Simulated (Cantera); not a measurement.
A freely propagating, adiabatic, planar premixed flame of H₂ : O₂ : N₂ = 1 : 0.602 : 2.27 (molar parts), unburnt at 400 K and 225 Torr; mixture-averaged transport, grid criteria slope 0.08 and curve 0.16, no radiation.

Computed with Cantera and the H2/O2 subset of GRI-Mech 3.0, which has no nitrogen chemistry. Burning velocities carry a grid error of a few per cent, more on coarse grids.

Task: How do the results move with these cheaper or finer settings: unity-Lewis-number transport; multicomponent transport; multicomponent+Soret transport; grid criteria slope 0.5, curve 1; grid criteria slope 0.25, curve 0.5; grid criteria slope 0.03, curve 0.06?

Result: 
```json
[
 {"setting": "as above", "laminar burning velocity": "286 cm/s", "thermal thickness": "1.89 mm", "peak x(H)": "0.0487", "peak x(H₂O₂)": "3.43e-5", "grid points": "121"},
 {"setting": "unity-Lewis-number transport", "laminar burning velocity": "194 cm/s", "thermal thickness": "1.40 mm", "peak x(H)": "0.0569", "peak x(H₂O₂)": "1.05e-5", "grid points": "115"},
 {"setting": "multicomponent transport", "laminar burning velocity": "281 cm/s", "thermal thickness": "1.88 mm", "peak x(H)": "0.0484", "peak x(H₂O₂)": "3.51e-5", "grid points": "121"},
 {"setting": "multicomponent+Soret transport", "laminar burning velocity": "261 cm/s", "thermal thickness": "1.84 mm", "peak x(H)": "0.0462", "peak x(H₂O₂)": "3.52e-5", "grid points": "121"},
 {"setting": "grid criteria slope 0.5, curve 1", "laminar burning velocity": "326 cm/s", "thermal thickness": "2.31 mm", "peak x(H)": "0.0496", "peak x(H₂O₂)": "2.26e-5", "grid points": "37"},
 {"setting": "grid criteria slope 0.25, curve 0.5", "laminar burning velocity": "297 cm/s", "thermal thickness": "2.02 mm", "peak x(H)": "0.0493", "peak x(H₂O₂)": "3.08e-5", "grid points": "57"},
 {"setting": "grid criteria slope 0.03, curve 0.06", "laminar burning velocity": "283 cm/s", "thermal thickness": "1.87 mm", "peak x(H)": "0.0485", "peak x(H₂O₂)": "3.52e-5", "grid points": "273"}
]
```
Unity Lewis numbers drop preferential diffusion, which matters most where H2 and H carry the flame; Soret adds thermal diffusion.
